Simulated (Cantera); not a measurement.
A perfectly stirred reactor is fed with C2H6 : N2 = 1 : 4.8 (molar parts), at 0.165 Torr; it is held at 1600 K, and followed from long to short residence time.

Model: GRI-Mech 3.0 (53 species, 325 reactions), integrated in Cantera. GRI-Mech 3.0 stops at C3 and has no aromatics, soot or wall deposition, so with more carbon than oxygen in the feed, carbon stays in small species such as C2H2 where larger ones or solid carbon would form. Radical loss at walls, strong at low pressure, is not modelled.

**Question.** Predict: x(C2H6) at τ = 0.830 s; x(H2) at τ = 0.830 s; x(HCN) at τ = 0.830 s; x(C2H2) at τ = 0.830 s; x(C2H) at τ = 0.830 s; x(C2H6) at τ = 17.0 ms; x(H2) at τ = 17.0 ms; x(HCN) at τ = 17.0 ms; x(C2H2) at τ = 17.0 ms; x(C2H) at τ = 17.0 ms.

**Answer.** 
- x(C2H6) at τ = 0.830 s = 0.00465
- x(H2) at τ = 0.830 s = 0.153
- x(HCN) at τ = 0.830 s = 2.96e-6
- x(C2H2) at τ = 0.830 s = 0.0827
- x(C2H) at τ = 0.830 s = 2.17e-6
- x(C2H6) at τ = 17.0 ms = 0.115
- x(H2) at τ = 17.0 ms = 0.0244
- x(HCN) at τ = 17.0 ms = 2.11e-7
- x(C2H2) at τ = 17.0 ms = 0.00179
- x(C2H) at τ = 17.0 ms = 1.34e-7
